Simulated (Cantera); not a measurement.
A Cantera script and what it prints.

```python
import numpy as np
import cantera as ct

gas_names = """
    C CH CH2 CH3 CH2OH CH3O CH4 CH3OH CO CO2 COOH C2 C2H CHCO,ketyl C2H2,acetylene C2H2,vinylidene
    CH2CO,ketene C2H3,vinyl CH3CO,acetyl C2H4 C2H4O,ethylen CH3CHO,ethanal CH3COOH (HCOOH)2 C2H5 C2H6
    CH3OCH3 C2H5OH C2O C3 C3H3,propargyl C3H4,allene C3H4,propyne C3H4,cyclo- C3H5,allyl C3H6,propylene
    C3H6,cyclo- C3H6O C3H7,n-propyl C3H7,i-propyl C3H8 C3H8O,1propanol C3H8O,2propanol C3O2 C4 C4H2
    C4H4,1,3-cyclo- C4H6,butadiene C4H6,2-butyne C4H6,cyclo- C4H8,1-butene C4H8,cis2-buten
    C4H8,tr2-butene C4H8,isobutene C4H8,cyclo- (CH3COOH)2 C4H9,n-butyl C4H9,i-butyl C4H9,s-butyl
    C4H9,t-butyl C4H10,isobutane C4H10,n-butane C5 C5H6,1,3cyclo- C5H8,cyclo- C5H10,1-pentene
    C5H10,cyclo- C5H11,pentyl C5H11,t-pentyl C5H12,n-pentane C5H12,i-pentane CH3C(CH3)2CH3 C6H2
    C6H5,phenyl C6H5O,phenoxy C6H6 C6H5OH,phenol C6H10,cyclo- C6H12,1-hexene C6H12,cyclo- C6H13,n-hexyl
    C7H7,benzyl C7H8 C7H8O,cresol C7H14,1-heptene C7H15,n-heptyl C7H16,n-heptane C8H8,styrene
    C8H10,ethylbenz C8H16,1-octene C8H17,n-octyl C8H18,isooctane C8H18,n-octane C9H19,n-nonyl
    C10H8,naphthale C10H21,n-decyl C12H9,o-bipheny C12H10,bipheny H HCO HO2 H2 HCHO,formaldehy HCOOH H2O
    H2O2 O OH O2 O3 Si SiC SiC2 SiC4H12 SiH SiH2 SiH3 SiH4 SiO SiO2 Si2 Si2C Si3
""".split()
cond_names = """
    C(gr) C6H6(L) C7H8(L) C8H18(L),n-octa H2O(s) H2O(L) Si(cr) Si(L) SiC(b) SiO2(Lqz) SiO2(hqz) SiO2(L)
""".split()


def load(file, names, dense=False):
    # The tables refer to 1 bar. Condensed volumes are neglected.
    table = {s.name: s for s in ct.Species.list_from_file(file)}
    out = []
    for n in names:
        d = dict(table[n].input_data)
        d["thermo"] = dict(d["thermo"], **{"reference-pressure": 1e5})
        if dense:
            d["equation-of-state"] = {"model": "constant-volume", "density": "1e6 g/cm^3"}
        out.append(ct.Species.from_dict(d))
    return out


gas = ct.Solution(thermo="ideal-gas", species=load("nasa_gas.yaml", gas_names))
cond = {s.name: ct.Solution(thermo="fixed-stoichiometry", species=[s], name=s.name)
        for s in load("nasa_condensed.yaml", cond_names, dense=True)}
atoms = {
    'SiC': {'Si': 1, 'C': 1},
    'H2O': {'H': 2, 'O': 1},
    'H2': {'H': 2},
}
top_T = {'C(gr)': 4500, 'SiC(b)': 3050}  # K; cautious upper limits of use, not melting points


def equilibrate(T, P, feed):
    n = {}
    for name, mol in feed.items():
        for a, k in atoms[name].items():
            n[a] = n.get(a, 0.0) + k * mol
    gas.TPX = T, P, n
    mass = sum(n.values()) * gas.mean_molecular_weight
    gas.equilibrate("TP")
    valid = [c for c in cond.values() if c.min_temp <= T <= top_T.get(c.name, c.max_temp)]
    mix = ct.Mixture([(gas, mass / gas.mean_molecular_weight)] + [(c, 0.0) for c in valid])
    mix.T, mix.P = T, P
    mix.equilibrate("TP", solver="vcs", rtol=1e-11, max_steps=5000)
    return mix


results = []
feed = {'SiC': 1, 'H2O': 0.0015, 'H2': 33}  # mol
P = 100000  # Pa
for T in [1248, 1348, 1448, 1548, 1648, 1748, 1848, 1948, 2048, 2148]:
    mix = equilibrate(T, P, feed)
    results.append((T, P, feed, dict(zip(mix.species_names, mix.species_moles))))

top = {s: max(r[3][s] / sum(r[3][g] for g in gas_names) for r in results) for s in gas_names}
cols = sorted((s for s in top if top[s] > 0.0001), key=lambda s: -top[s])[:7]
seen = [c for c in cond_names if any(r[3].get(c, 0) > 1e-12 for r in results)]
print("log10 of partial pressures in bar; condensed amounts in mol")
print(f"{'T/K':>10s}" + "".join(f"{s[:9]:>10s}" for s in cols + seen))
for T, P, feed, n in results:
    ng = sum(n[g] for g in gas_names)
    print(f"{T:10.4g}" + "".join(f"{np.log10(max(n[s] / ng * P / 1e5, 1e-99)):10.3f}" for s in cols)
          + "".join(f"{n.get(c, 0):10.4g}" for c in seen))
```

It prints:

```
log10 of partial pressures in bar; condensed amounts in mol
       T/K        H2         H      SiH2    Si(cr)    SiC(b) SiO2(hqz)
      1248    -0.000    -6.331    -7.521 1.695e-05    0.9992 0.0007142
      1348    -0.000    -5.636    -6.934         0    0.9989 0.0004067
      1448    -0.000    -5.035    -6.417         0    0.9986         0
      1548    -0.000    -4.512    -5.873         0    0.9986         0
      1648    -0.000    -4.050    -5.399         0    0.9986         0
      1748    -0.000    -3.641    -4.999         0    0.9985         0
      1848    -0.000    -3.276    -4.678         0    0.9981         0
      1948    -0.001    -2.947    -4.426         0    0.9973         0
      2048    -0.001    -2.650    -4.210         0    0.9956         0
      2148    -0.002    -2.381    -3.991         0    0.9911         0
```

These are equilibrium values from Cantera (NASA tables, ideal gas, pure condensed phases), not measurements of a reactor. Mutual solubility and eutectic melting of coexisting phases are not modelled. The tables hold silica as quartz up to 1696 K and as liquid above; real silica turns to tridymite and cristobalite and melts near 1996 K. Gases not in the tables: Si2H6 and higher silanes.
